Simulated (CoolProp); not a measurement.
The fluid at 484.92 K and 24.2 MPa flows at 12 m/s in a round tube of 25 mm bore and 1.5 µm roughness, fully developed (64/Re and Nu = 3.66 if laminar; Colebrook and Gnielinski if turbulent). The same conditions are run with several fluids, on thermodynamics alone (safety and materials aside).

Values from CoolProp's reference Helmholtz-energy equation of state of each fluid (methanol: de Reuck 1993; n-nonane: Lemmon 2006; ethanol: Schroeder 2014; n-hexane: Thol 2019; o-xylene: Zhou 2012).

Rank methanol, n-nonane, ethanol, n-hexane, o-xylene by Reynolds number, highest first.

methanol (1740000), ethanol (1500000), n-hexane (1420000), o-xylene (1040000), n-nonane (945000)

| fluid | Darcy friction factor | pressure drop (Pa/m) | heat-transfer coefficient (W/(m² K)) | mass flow (kg/h) |
|---|---|---|---|---|
| methanol | 0.0122 | 21400 | 33500 | 12900 |
| n-nonane | 0.0129 | 22500 | 16600 | 12800 |
| ethanol | 0.0123 | 21900 | 28000 | 13100 |
| n-hexane | 0.0124 | 18900 | 17900 | 11300 |
| o-xylene | 0.0128 | 27500 | 16900 | 15800 |

Transport values come from each fluid's own correlations.
